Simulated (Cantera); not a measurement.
# Thermodynamics of nitride etching, feed AlN + H₂ + N₂

Feed: 1 mol AlN, 1.1 mol H₂, a varied amount of N₂, equilibrated at 0.00120 bar.

These are equilibrium values from Cantera (NASA tables, ideal gas, pure condensed phases), not measurements of a reactor. Candidate condensed phases: Al, AlN; 13 gas species. The numbers say what is thermodynamically allowed, not how fast it happens.

Q: Map the stable condensed phases over T = 1448, 1498, 1548, 1598, 1648, 1698, 1748, 1798, 1848, 1898, 1948, 1998 K and n(N₂) in mol = 0.44, 0.65, 0.96, 1.4, 2.1, 3.1, 4.6, 6.7, 9.9, 15, 22.

A: 
```
T in K \ n(N₂) in mol
         0.44 0.65 0.96  1.4  2.1  3.1  4.6  6.7  9.9   15   22
   1998     A    A    A    A    A    A    A    A    A    A    A
   1948     B    B    A    A    A    A    A    A    A    A    A
   1898     B    B    B    B    B    B    B    B    B    A    A
   1848     B    B    B    B    B    B    B    B    B    B    B
   1798     B    B    B    B    B    B    B    B    B    B    B
   1748     B    B    B    B    B    B    B    B    B    B    B
   1698     B    B    B    B    B    B    B    B    B    B    B
   1648     B    B    B    B    B    B    B    B    B    B    B
   1598     B    B    B    B    B    B    B    B    B    B    B
   1548     B    B    B    B    B    B    B    B    B    B    B
   1498     B    B    B    B    B    B    B    B    B    B    B
   1448     B    B    B    B    B    B    B    B    B    B    B
```
A: gas only; B: AlN.
